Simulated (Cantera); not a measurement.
# Thermodynamics of aluminium and copper etching, feed Al + HCl + H₂

Input: 1 mol Al, 2.5 mol HCl, 13 mol H₂.

These are equilibrium values from Cantera (NASA tables, ideal gas, pure condensed phases), not measurements of a reactor. Candidate condensed phases: Al, AlCl₃; 12 gas species. The tables' values for AlCl₂ are old estimates. The numbers say what is thermodynamically allowed, not how fast it happens.

Task: Map the stable condensed phases over T = 1023, 1048, 1073, 1098, 1123, 1148, 1173, 1198, 1223, 1248, 1273, 1298 K and P in Pa = 1, 5.2, 27, 140, 720, 3700, 19000, 100000.

Result: 
```
T in K \ P in Pa
              1    5.2     27    140    720   3700  19000 100000
   1298       A      A      A      A      A      A      A      A
   1273       A      A      A      A      A      A      A      A
   1248       A      A      A      A      A      A      A      A
   1223       A      A      A      A      A      A      A      A
   1198       A      A      A      A      A      A      A      A
   1173       A      A      A      A      A      A      A      A
   1148       A      A      A      A      A      A      A      B
   1123       A      A      A      A      A      A      A      B
   1098       A      A      A      A      A      A      A      B
   1073       A      A      A      A      A      A      A      B
   1048       A      A      A      A      A      A      B      B
   1023       A      A      A      A      A      A      B      B
```
A: gas only; B: Al.
